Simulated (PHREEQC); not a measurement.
Solution (20 °C): 0.00017 mol Ca(HCO3)2, 3.3e-05 mol NaF and 0.0027 mol NaCl per kg of water. Closed to the air; pH follows from the charge balance.

Model: ion-association model, wateq4f.dat, run in PHREEQC.

```json
[
 {"quantity": "pH", "before": "8.22", "after": "8.11"},
 {"quantity": "ionic strength (mol/kgw)", "before": "0.00324", "after": "0.00324"},
 {"quantity": "CO2 (mol/kgw)", "before": "4.51e-6", "after": "5.20e-6"},
 {"quantity": "CO3-2 (mol/kgw)", "before": "2.78e-6", "after": "2.61e-6"},
 {"quantity": "NaHCO3 (mol/kgw)", "before": "4.50e-7", "after": "4.49e-7"},
 {"quantity": "NaCO3- (mol/kgw)", "before": "8.60e-8", "after": "1.33e-7"},
 {"quantity": "SI of Nahcolite (NaHCO3)", "before": "-5.50", "after": "-5.59"},
 {"quantity": "SI of Natron (Na2CO3:10H2O)", "before": "-9.33", "after": "-9.75"}
]
```

Q: Which change was made?
(A) temperature from 20 to 30 °C
(B) 0.0038 mol/kgw NaOH added
(C) diluted 10-fold with water
(D) NaF left out
(E) NaCl replaced by NaOH at the same molality

A: A, temperature from 20 to 30 °C

This is a speciation only: nothing precipitates in the calculation.
